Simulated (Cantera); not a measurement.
Input (Python, Cantera) and output of one run.

```python
import numpy as np
import cantera as ct

gas_names = [...]  # 77 gases of nasa_gas.yaml made of C, H, Ti
cond_names = """
    C(gr) C6H6(L) C7H8(L) C8H18(L),n-octa Ti(a) Ti(b) Ti(L) TiC(s) TiC(L)
""".split()


# ... load() reads the species with a 1 bar reference pressure and builds the phases ...
atoms = {
    'TiC': {'Ti': 1, 'C': 1},
    'C': {'C': 1},
    'H2': {'H': 2},
}
top_T = {'C(gr)': 4500}  # K; cautious upper limits of use, not melting points


# ... equilibrate(T, P, feed) seeds the gas with the atoms and calls Mixture.equilibrate('TP', solver="vcs", rtol=1e-11, max_steps=5000) ...
results = []
feed = {'TiC': 1, 'C': 0.0084, 'H2': 0.019}  # mol
P = 100000  # Pa
for T in [1650, 1850, 2050, 2250, 2450, 2650, 2850]:
    mix = equilibrate(T, P, feed)
    results.append((T, P, feed, dict(zip(mix.species_names, mix.species_moles))))
    x = sorted(zip(gas.X, gas.species_names), reverse=True)
    print(f"T = {T:g} K  P = {P:g} Pa  gas = {mix.phase_moles(0):.4g} mol")
    print("   x: " + "  ".join(f"{s} {v:.3e}" for v, s in x if v > 1e-06))
    print("   condensed (mol): " + ("  ".join(f"{mix.phase(i).name} {mix.phase_moles(i):.4g}"
          for i in range(1, mix.n_phases) if mix.phase_moles(i) > 1e-12) or "none"))
```

Result:

```
T = 1650 K  P = 100000 Pa  gas = 0.01898 mol
   x: H2 9.985e-01  CH4 1.325e-03  H 9.078e-05  C2H2,acetylene 4.555e-05  C2H4 3.310e-06  CH3 2.452e-06
   condensed (mol): C(gr) 0.008373  TiC(s) 1
T = 1850 K  P = 100000 Pa  gas = 0.01899 mol
   x: H2 9.985e-01  CH4 6.527e-04  H 5.383e-04  C2H2,acetylene 2.612e-04  CH3 7.088e-06  C2H4 4.356e-06
   condensed (mol): C(gr) 0.008377  TiC(s) 1
T = 2050 K  P = 100000 Pa  gas = 0.01901 mol
   x: H2 9.963e-01  H 2.264e-03  C2H2,acetylene 1.058e-03  CH4 3.702e-04  CH3 1.653e-05  C2H4 5.404e-06
   condensed (mol): C(gr) 0.008352  TiC(s) 1
T = 2250 K  P = 100000 Pa  gas = 0.01907 mol
   x: H2 9.890e-01  H 7.386e-03  C2H2,acetylene 3.311e-03  CH4 2.315e-04  CH3 3.280e-05  C2H4 6.384e-06  C4H2 4.526e-06  C2H2,vinylidene 1.004e-06
   condensed (mol): C(gr) 0.008268  TiC(s) 1
T = 2450 K  P = 100000 Pa  gas = 0.01919 mol
   x: H2 9.715e-01  H 1.980e-02  C2H2,acetylene 8.475e-03  CH4 1.538e-04  CH3 5.702e-05  C4H2 3.048e-05  C2H 1.113e-05  C2H4 7.169e-06  C2H2,vinylidene 5.557e-06  CH2 2.370e-06  C2H3,vinyl 1.436e-06  C3H3,propargyl 1.415e-06
   condensed (mol): C(gr) 0.008067  TiC(s) 1
T = 2650 K  P = 100000 Pa  gas = 0.01944 mol
   x: H2 9.358e-01  H 4.534e-02  C2H2,acetylene 1.837e-02  C4H2 1.496e-04  CH4 1.047e-04  CH3 8.803e-05  C2H 8.617e-05  C2H2,vinylidene 2.308e-05  Ti 9.698e-06  CH2 9.210e-06  C2H4 7.570e-06  C3H3,propargyl 4.550e-06  C3 4.475e-06  C2H3,vinyl 3.863e-06  C6H2 1.284e-06  C 1.163e-06
   condensed (mol): C(gr) 0.007665  TiC(s) 1
T = 2850 K  P = 100000 Pa  gas = 0.01991 mol
   x: H2 8.732e-01  H 9.089e-02  C2H2,acetylene 3.433e-02  C4H2 5.622e-04  C2H 4.893e-04  CH3 1.207e-04  C2H2,vinylidene 7.513e-05  Ti 7.345e-05  CH4 7.035e-05  C3 5.777e-05  CH2 2.840e-05  C3H3,propargyl 1.170e-05  C 1.128e-05  C6H2 9.737e-06  C2H3,vinyl 8.531e-06  C2H4 7.366e-06  CH 6.139e-06  C2 5.696e-06
   condensed (mol): C(gr) 0.006956  TiC(s) 1
```

Equilibrium computed with Cantera from the NASA thermochemical tables; the gas is ideal and each condensed phase is pure. TiC: taken at fixed stoichiometry.
